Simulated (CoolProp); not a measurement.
Vapour pressure (MPa) of hydrogen chloride: the reference equation beside estimates from Tc = 324.7 K, pc = 8.314 MPa, ω = 0.130.

The numbers come from the reference Helmholtz-energy equation of state, Thol 2018 in CoolProp.

| T (K) | reference | van der Waals | Redlich-Kwong | Soave-Redlich-Kwong |
|---|---|---|---|---|
| 212.1 | 0.3334 | 1.160 | 0.3943 | 0.3282 |
| 216.4 | 0.4007 | 1.291 | 0.4738 | 0.3963 |
| 220.7 | 0.4780 | 1.432 | 0.5646 | 0.4747 |
| 225 | 0.5660 | 1.583 | 0.6674 | 0.5643 |
| 229.3 | 0.6657 | 1.743 | 0.7831 | 0.6661 |
| 233.6 | 0.7782 | 1.914 | 0.9126 | 0.7812 |
| 237.9 | 0.9043 | [?] | 1.057 | 0.9106 |
| 242.2 | 1.045 | 2.288 | 1.216 | 1.055 |
| 246.5 | [?] | 2.491 | 1.392 | 1.216 |
| 250.8 | 1.375 | 2.705 | 1.585 | 1.395 |
| 255.1 | 1.566 | 2.930 | 1.796 | 1.592 |
| 259.4 | 1.776 | 3.168 | [?] | 1.808 |
| 263.7 | [?] | 3.417 | 2.274 | 2.046 |

### Question
What belongs in the gaps?

### Answer

- 237.9, van der Waals: 2.095
- 246.5, reference: 1.202
- 259.4, Redlich-Kwong: 2.025
- 263.7, reference: 2.006

Absolute difference from the reference over all 13 rows, mean and median: van der Waals 142.1 and 131.7 %, Redlich-Kwong 16.4 and 16.9 %, Soave-Redlich-Kwong 1.1 and 1.1 %.
